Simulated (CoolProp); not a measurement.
Fluorine along the isotherm -116.95 °C: density (kg/m³) from the reference equation and from simpler models built on Tc = -128.7 °C, pc = 5240 kPa, ω = 0.045; each cubic takes its own stable root.

Model: reference Helmholtz-energy equation of state, de Reuck 1990, in CoolProp.

```tsv
p (kPa)	phase	reference
2000	gas	65.51
4000	gas	152.9
6000	supercritical	292.0
8000	supercritical	585.5
10000	supercritical	789.0
12000	supercritical	876.3
14000	supercritical	931.7
16000	supercritical	972.6
18000	supercritical	1005
20000	supercritical	1032
```

### Question
How far does each simpler model (Redlich-Kwong, Peng-Robinson) lie from the reference over these 10 states: mean and median of the absolute difference, and the worst?

### Answer
- Redlich-Kwong: mean 4.1 %, median 4.5 %, worst -8.3 % at -116.95 °C and 10000 kPa
- Peng-Robinson: mean 3.2 %, median 3.1 %, worst +6.4 % at -116.95 °C and 20000 kPa
